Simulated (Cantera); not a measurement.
Source: NASA polynomial tables (part measured, part estimated), evaluated in Cantera. Values are per mole of reaction as written; species without (g) are pure solids or liquids, kept so even where they would boil at 1 bar.

3 OH(g) + NO2(g) + 10 NbO2(g) ⇌ 5 Nb2O5 + NH3(g)

| T (K) | ΔH° (kJ) | ΔS° (J/K) | ΔG° (kJ) | log10 K |
|---|---|---|---|---|
| 1823 | -6825.2 | -1973.4 | -3227.7 | 92.48 |
| 1923 | -6770.6 | -1944.2 | -3031.9 | 82.35 |
| 2023 | (withheld) | (withheld) | (withheld) | (withheld) |
| 2123 | (withheld) | (withheld) | (withheld) | (withheld) |
| 2223 | (withheld) | (withheld) | (withheld) | (withheld) |
| 2323 | (withheld) | (withheld) | (withheld) | (withheld) |
| 2423 | -6498.9 | -1818.6 | -2092.4 | 45.11 |
| 2523 | -6444.8 | -1796.7 | -1911.7 | 39.58 |

### Question
Fill in the missing entries.

### Answer

- 2023, ΔH° (kJ): -6716.1
- 2023, ΔS° (J/K): -1916.6
- 2023, ΔG° (kJ): -2838.8
- 2023, log10 K: 73.30
- 2123, ΔH° (kJ): -6661.6
- 2123, ΔS° (J/K): -1890.3
- 2123, ΔG° (kJ): -2648.5
- 2123, log10 K: 65.16
- 2223, ΔH° (kJ): -6607.3
- 2223, ΔS° (J/K): -1865.3
- 2223, ΔG° (kJ): -2460.7
- 2223, log10 K: 57.82
- 2323, ΔH° (kJ): -6553.1
- 2323, ΔS° (J/K): -1841.5
- 2323, ΔG° (kJ): -2275.4
- 2323, log10 K: 51.16
